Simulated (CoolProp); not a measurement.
Vapour-liquid equilibrium of R142b (1) + R113 (2) at 362.8 K; x and y are mole fractions of (1).

The numbers come from the multi-fluid Helmholtz-energy mixture model, Lemmon 2006 and Marx 1992; pair parameters Bell 2016 in CoolProp.

### Question
Give the bubble pressure and the first vapour's composition at x = 0.15, 0.65, 0.95. Is there an azeotrope?

### Answer
x = 0.15: 0.5577 MPa, y = 0.443; x = 0.65: 1.211 MPa, y = 0.856; x = 0.95: 1.615 MPa, y = 0.980. No azeotrope shows between x = 0.05 and 0.95.

The pair parameters rest on a limited set of measurements; away from them the model extrapolates. The gap from Raoult's law changes sign with composition, which may be real or a fault of the pair parameters; it wasn't checked against measurements.
